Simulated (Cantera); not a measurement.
Cantera run, input and output.

```python
import numpy as np
import cantera as ct

gas = ct.Solution("gri30.yaml")
gas.TPX = 300, 360000, {'CH4': 1, 'C2H6': 0.09, 'C3H8': 0.93, 'O2': 5.8, 'N2': 21.8}
inlet = ct.Reservoir(gas, clone=True)
gas.equilibrate("HP")  # start burning
reactor = ct.IdealGasConstPressureReactor(gas, energy="on", clone=False)
exhaust = ct.Reservoir(gas, clone=True)
tau = [0.025, 0.015, 0.0094, 0.0057, 0.0035, 0.0021, 0.0013, 0.00077, 0.00047, 0.00028, 0.00017, 0.0001, 6.4e-05][0]
for a, b in ((inlet, reactor), (reactor, exhaust)):
    ct.MassFlowController(a, b, mdot=lambda t: reactor.mass / tau)
net = ct.ReactorNet([reactor])
show = ['CH4', 'C2H6', 'C3H8', 'HCO', 'C2H4', 'O', 'NO']

rows = []
print(f"{'tau/s':>10s}{'T/K':>9s}" + "".join(f"{s:>11s}" for s in show))
for tau in [0.025, 0.015, 0.0094, 0.0057, 0.0035, 0.0021, 0.0013, 0.00077, 0.00047, 0.00028, 0.00017, 0.0001, 6.4e-05]:
    net.initial_time = 0.0
    net.advance(30 * tau)
    before = gas.X
    net.advance(40 * tau)
    drift = np.max(np.abs(gas.X - before) / (gas.X + 1e-9))
    rows.append([gas.T, *gas[show].X, drift])
    print(f"{tau:10.3e}{gas.T:9.1f}" + "".join(f"{x:11.3e}" for x in gas[show].X))
```

It prints:

```
     tau/s      T/K        CH4       C2H6       C3H8        HCO       C2H4          O         NO
 2.500e-02   2174.8  1.637e-05  3.536e-08  2.835e-07  8.997e-08  1.642e-06  3.429e-05  2.745e-04
 1.500e-02   2170.8  1.922e-05  5.473e-08  4.316e-07  1.271e-07  2.319e-06  4.837e-05  2.979e-04
 9.400e-03   2166.3  2.228e-05  8.103e-08  6.289e-07  1.783e-07  3.159e-06  6.660e-05  3.170e-04
 5.700e-03   2160.3  2.638e-05  1.226e-07  9.346e-07  2.613e-07  4.378e-06  9.370e-05  3.337e-04
 3.500e-03   2153.0  3.165e-05  1.829e-07  1.369e-06  3.856e-07  6.008e-06  1.299e-04  3.454e-04
 2.100e-03   2143.7  3.927e-05  2.776e-07  2.037e-06  5.884e-07  8.379e-06  1.806e-04  3.514e-04
 1.300e-03   2133.1  4.946e-05  4.114e-07  2.964e-06  8.854e-07  1.150e-05  2.424e-04  3.501e-04
 7.700e-04   2119.0  6.592e-05  6.361e-07  4.489e-06  1.399e-06  1.641e-05  3.266e-04  3.397e-04
 4.700e-04   2103.1  8.979e-05  9.703e-07  6.714e-06  2.175e-06  2.333e-05  4.207e-04  3.207e-04
 2.800e-04   2082.9  1.300e-04  1.543e-06  1.045e-05  3.490e-06  3.476e-05  5.290e-04  2.908e-04
 1.700e-04   2059.0  1.962e-04  2.498e-06  1.651e-05  5.560e-06  5.348e-05  6.302e-04  2.520e-04
 1.000e-04   2025.4  3.313e-04  4.477e-06  2.858e-05  9.247e-06  9.263e-05  7.072e-04  1.985e-04
 6.400e-05   1981.4  5.923e-04  8.451e-06  5.088e-05  1.441e-05  1.732e-04  6.993e-04  1.381e-04
```

Cantera simulation using GRI-Mech 3.0 (53 species, 325 reactions); the numbers are that mechanism's predictions, not measurements. GRI-Mech 3.0 was tuned for natural gas; its chemistry of propane as a main component is partial and can be far from experiment.
